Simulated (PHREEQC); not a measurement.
Consider water at 25 °C with 0.0037 mol/kgw CuCl2, 0.002 mol/kgw HNO3 and 0.36 mol/kgw NaCl. Closed to the air; pH follows from the charge balance.

The numbers come from PHREEQC with the ion-association model, phreeqc.dat.

Q: The ionic strength comes out as 0.371 mol/kgw. What activity coefficients do H+, Na+, CuCl+, Cu+2, NO3- get?

A: H+ 0.77, Na+ 0.72, CuCl+ 0.67, Cu+2 0.27, NO3- 0.64.

No solid was allowed to form.
